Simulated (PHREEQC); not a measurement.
Alkaline etch or developer: an equilibrium model

Consider water at 25 °C with 0.0013 mol/kgw NaOH, 0.00042 mol/kgw CO2 and 0.033 mol/kgw Na2CO3. Closed to the air; pH follows from the charge balance.

Equilibrium calculation in PHREEQC: ion-association model, phreeqc.dat.

| Property | Result |
|---|---|
| pH | 11.20 |
| ionic strength | 0.0795 mol/kgw |
| specific conductance | 5280 µS/cm |
| density | 1.001 g/cm³ |
| total alkalinity | 67.3 meq/kg |

| species | molality | activity | log γ |
|---|---|---|---|
| Na+ | 0.0575 | 0.0459 | -0.098 |
| CO3-2 | 0.0220 | 0.00911 | -0.383 |
| NaCO3- | 0.00980 | 0.00779 | -0.100 |
| OH- | 0.00204 | 0.00159 | -0.109 |
| HCO3- | 0.00154 | 0.00124 | -0.096 |
| NaHCO3 | 3.14e-5 | 3.20e-5 | 0.008 |
| CO2 | 1.75e-8 | 1.78e-8 | 0.008 |

No solid was allowed to form.
